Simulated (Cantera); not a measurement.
Charge: 1 mol SiH4, 0.27 mol N2O, 0.37 mol H2, held at 1200 K and 13300 Pa.

Equilibrium computed with Cantera from the NASA thermochemical tables; the gas is ideal and each condensed phase is pure. Candidate condensed phases: H2O, Si, SiO2, Si2N2O, Si3N4; 35 gas species. Mutual solubility and eutectic melting of coexisting phases are not modelled. Kinetics and transport are ignored.

Base state: H2 1.000 (mole fractions); condensed: Si(s) + Si2N2O(s).

**Question.** What changes in the equilibrium state with this change: N2O from 0.27 to 40 mol?

**Answer.** 
```json
[
 {"species": "N2", "before": "1.15e-8", "after": "0.665"},
 {"species": "O2", "before": "<1e-9", "after": "0.296"},
 {"species": "H2O", "before": "<1e-9", "after": "0.0394"},
 {"species": "H2", "before": "1.000", "after": "2.52e-9"},
 {"species": "NO", "before": "<1e-9", "after": "0.000213"},
 {"species": "Si(s), mol", "before": "0.460", "after": "0"},
 {"species": "Si2N2O(s), mol", "before": "0.270", "after": "0"},
 {"species": "SiO2(β-quartz), mol", "before": "0", "after": "1.00"}
]
```
The tables hold silica as quartz up to 1696 K and as liquid above; real silica turns to tridymite and cristobalite and melts near 1996 K.

**Question.** What changes in the equilibrium state with this change: SiH4 replaced by HMDSO?

**Answer.** 
```
species              before     after
-------------------  ------  --------
H2                    1.000     0.997
CH4                       0   0.00210
CO                        0  0.000408
Si(s), mol            0.460         0
Si2N2O(s), mol        0.270     0.270
C(graphite), mol          0      5.01
SiC(s), mol               0     0.962
SiO2(β-quartz), mol       0     0.498
```
The feed counts by its element totals alone. The tables hold silica as quartz up to 1696 K and as liquid above; real silica turns to tridymite and cristobalite and melts near 1996 K. Further candidate phases: C, C6H6, C7H8, C8H18, SiC.
